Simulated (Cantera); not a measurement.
Input (Python, Cantera):

```python
import numpy as np
import cantera as ct

gas = ct.Solution("gri30.yaml")
gas.TPX = 625, 35000, {'CH4': 1, 'C2H6': 0.34, 'O2': 2.66, 'N2': 10}
flame = ct.FreeFlame(gas, width=0.083)
flame.set_refine_criteria(ratio=3, slope=0.08, curve=0.16)
flame.transport_model = "mixture-averaged"
flame.solve(loglevel=0, auto=True)
flame.transport_model = "multicomponent"
flame.soret_enabled = True
flame.solve(loglevel=0, refine_grid=True)
z, T = flame.grid, flame.T
thick = (T[-1] - T[0]) / np.gradient(T, z).max()
show = ['CH4', 'C2H6', 'O2', 'OH', 'O', 'HCN']
print(f"laminar burning velocity  {flame.velocity[0] * 100:.3f} cm/s")
print(f"burnt temperature         {T[-1]:.1f} K")
print(f"thermal thickness         {thick * 1e3:.4f} mm")
print(f"grid points               {len(z)}")
z0 = z[flame.heat_release_rate.argmax()]
print(f"{'z/mm':>9s}{'T/K':>9s}{'u/(m/s)':>9s}" + "".join(f"{s:>11s}" for s in show))
rows = []
for k in (-3, -2, -1.5, -1, -0.5, -0.25, 0, 0.25, 0.5, 1, 2, 4, 8):
    zz = z0 + k * thick
    rows.append([k * thick, np.interp(zz, z, T), np.interp(zz, z, flame.velocity),
                 *(np.interp(zz, z, flame.X[gas.species_index(s)]) for s in show)])
    print(f"{rows[-1][0] * 1e3:9.3f}{rows[-1][1]:9.1f}{rows[-1][2]:9.3f}" + "".join(f"{x:11.3e}" for x in rows[-1][3:]))
```

Output:

```
laminar burning velocity  162.149 cm/s
burnt temperature         2345.2 K
thermal thickness         0.7907 mm
grid points               161
     z/mm      T/K  u/(m/s)        CH4       C2H6         O2         OH          O        HCN
   -2.372    625.1    1.624  7.133e-02  2.426e-02  1.898e-01  8.019e-12  1.507e-12  9.742e-11
   -1.581    626.7    1.631  7.101e-02  2.421e-02  1.893e-01  8.857e-10  1.917e-10  1.636e-09
   -1.186    633.3    1.653  7.028e-02  2.414e-02  1.884e-01  2.152e-08  3.810e-09  1.072e-08
   -0.791    687.3    1.807  6.677e-02  2.369e-02  1.840e-01  1.377e-06  1.362e-07  1.344e-07
   -0.395   1070.9    2.883  4.949e-02  1.716e-02  1.501e-01  4.974e-05  1.128e-05  1.959e-06
   -0.198   1476.0    4.064  2.922e-02  6.477e-03  1.060e-01  4.618e-04  1.376e-04  5.467e-06
    0.000   1847.0    5.178  8.510e-03  3.684e-04  5.693e-02  2.552e-03  8.732e-04  1.163e-05
    0.198   2016.8    5.681  1.006e-03  2.116e-06  2.712e-02  6.248e-03  2.346e-03  1.291e-05
    0.395   2058.1    5.790  6.512e-05  4.164e-09  1.512e-02  8.646e-03  3.413e-03  7.725e-06
    0.791   2079.8    5.825  2.265e-07  6.386e-14  9.303e-03  9.651e-03  3.749e-03  1.790e-06
    1.581   2101.7    5.867  4.830e-11  1.526e-17  7.758e-03  9.590e-03  3.496e-03  1.272e-07
    3.163   2131.9    5.938  2.560e-15  1.455e-17  6.883e-03  9.287e-03  3.055e-03  2.210e-09
    6.326   2175.4    6.040  7.113e-16 -6.519e-18  5.742e-03  8.702e-03  2.428e-03  1.273e-11
```

Cantera simulation using GRI-Mech 3.0 (53 species, 325 reactions); the numbers are that mechanism's predictions, not measurements. Burning velocities carry a grid error of a few per cent, more on coarse grids.
